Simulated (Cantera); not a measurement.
What does this Cantera script print?

```python
import numpy as np
import cantera as ct

gas = ct.Solution("gri30.yaml")
gas.TPX = 548, 100000, {'CH4': 1, 'C2H6': 0.058, 'C3H8': 0.27, 'O2': 3.55, 'N2': 13.4, 'CO2': 3.1, 'H2': 1.3}
inlet = ct.Reservoir(gas, clone=True)
gas.equilibrate("HP")  # start burning
reactor = ct.IdealGasConstPressureReactor(gas, energy="on", clone=False)
exhaust = ct.Reservoir(gas, clone=True)
tau = [0.04, 0.018, 0.008, 0.0036, 0.0016, 0.00072, 0.00032, 0.00014, 6.4e-05][0]
for a, b in ((inlet, reactor), (reactor, exhaust)):
    ct.MassFlowController(a, b, mdot=lambda t: reactor.mass / tau)
net = ct.ReactorNet([reactor])
show = ['CH4', 'C2H6', 'C3H8', 'CH2O', 'O2', 'H2', 'NO']

rows = []
print(f"{'tau/s':>10s}{'T/K':>9s}" + "".join(f"{s:>11s}" for s in show))
for tau in [0.04, 0.018, 0.008, 0.0036, 0.0016, 0.00072, 0.00032, 0.00014, 6.4e-05]:
    net.initial_time = 0.0
    net.advance(30 * tau)
    before = gas.X
    net.advance(40 * tau)
    drift = np.max(np.abs(gas.X - before) / (gas.X + 1e-9))
    rows.append([gas.T, *gas[show].X, drift])
    print(f"{tau:10.3e}{gas.T:9.1f}" + "".join(f"{x:11.3e}" for x in gas[show].X))
```

Result:

```
     tau/s      T/K        CH4       C2H6       C3H8       CH2O         O2         H2         NO
 4.000e-02   2029.0  7.724e-06  5.966e-08  2.276e-07  1.446e-06  1.575e-03  1.143e-02  1.908e-04
 1.800e-02   2009.0  1.189e-05  1.137e-07  4.266e-07  2.311e-06  2.514e-03  1.196e-02  1.731e-04
 8.000e-03   1981.1  1.937e-05  2.169e-07  7.980e-07  3.761e-06  3.868e-03  1.273e-02  1.471e-04
 3.600e-03   1945.6  3.305e-05  4.095e-07  1.476e-06  6.208e-06  5.618e-03  1.375e-02  1.175e-04
 1.600e-03   1902.1  6.039e-05  7.911e-07  2.795e-06  1.069e-05  7.793e-03  1.505e-02  8.794e-05
 7.200e-04   1853.8  1.172e-04  1.565e-06  5.420e-06  1.919e-05  1.031e-02  1.659e-02  6.262e-05
 3.200e-04   1801.2  2.524e-04  3.348e-06  1.135e-05  3.738e-05  1.346e-02  1.855e-02  4.198e-05
 1.400e-04   1740.4  6.685e-04  8.699e-06  2.842e-05  8.534e-05  1.860e-02  2.190e-02  2.484e-05
 6.400e-05    548.0  4.410e-02  2.558e-03  1.191e-02 -1.250e-17  1.565e-01  5.732e-02 -1.352e-19
```

Detailed kinetics in Cantera: GRI-Mech 3.0 (53 species, 325 reactions).
